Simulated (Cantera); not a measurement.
Feed: 1 mol Si₃N₄, 0.021 mol H₂O, 180 mol N₂, held at 12.0 Torr.

Cantera equilibrium calculation (NASA polynomials, part measured and part estimated; ideal gas, pure solids and liquids). Candidate condensed phases: H₂O, Si, SiO₂, Si₂N₂O, Si₃N₄; 35 gas species. Equilibrium is a limit: real reactors are often held back by kinetics, nucleation or transport.

### Question
What share of the Si ends up in condensed phases as a function of T (K), at 1723, 1773, 1823, 1873, 1923, 1973, 2023, 2073, 2123?

### Answer
```json
[
 {"T (K)": "1723", "Si condensed (%)": "99.2", "as": "Si₃N₄(s)"},
 {"T (K)": "1773", "Si condensed (%)": "98.8", "as": "Si₃N₄(s)"},
 {"T (K)": "1823", "Si condensed (%)": "97.6", "as": "Si₃N₄(s)"},
 {"T (K)": "1873", "Si condensed (%)": "95.3", "as": "Si(l)"},
 {"T (K)": "1923", "Si condensed (%)": "91.7", "as": "Si(l)"},
 {"T (K)": "1973", "Si condensed (%)": "85.4", "as": "Si(l)"},
 {"T (K)": "2023", "Si condensed (%)": "74.6", "as": "Si(l)"},
 {"T (K)": "2073", "Si condensed (%)": "56.4", "as": "Si(l)"},
 {"T (K)": "2123", "Si condensed (%)": "26.3", "as": "Si(l)"}
]
```
